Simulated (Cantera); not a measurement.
Feed: 1 mol CH4, 13 mol H2, 0.58 mol N2, at 0.133 bar.

Equilibrium computed with Cantera from the NASA thermochemical tables; the gas is ideal and each condensed phase is pure. Candidate condensed phases: C, C6H6, C7H8, C8H18; 92 gas species. Rates play no part.

Over these rows the condensed part is C(graphite). Partial pressures as log10 of bar:

```csv
T (K),1000/T (1/K),log p CH4,log p H2,log p N2
1350,0.7407,-4.02,-0.89,-2.30
1550,0.6452,-4.48,-0.89,-2.31
1750,0.5714,?,-0.89,-2.31
1950,0.5128,-5.10,-0.89,-2.32
2150,0.4651,-5.33,-0.90,-2.34
2350,0.4255,-5.53,-0.91,-2.37
```

Question: Fit log p(CH4) = a + b·(1000/T) to the five rows, give the apparent enthalpy, and predict the row at 1750 K.

Answer: Means: 1000/T = 0.5579, log p = -4.892. Sxy = 0.329868, Sxx = 0.0692127, so b = 4.77 and a = -4.892 − (4.77)×0.5579 = -7.55.
Apparent enthalpy: −19.145 × (4.77) = -91 kJ/mol. With the condensed phases at unit activity, C(graphite) + 2 H2(g) = CH4(g) links this pressure to the main gases: over the six rows their terms move log p by -0.04 in all, so the slope is close to that reaction's ΔH°. The five rows lie within 0.01 of the line.
Prediction at 1750 K: -7.55 + (4.77)×0.5714 = -4.82. The computed value is -4.82, 0.00 from the line.
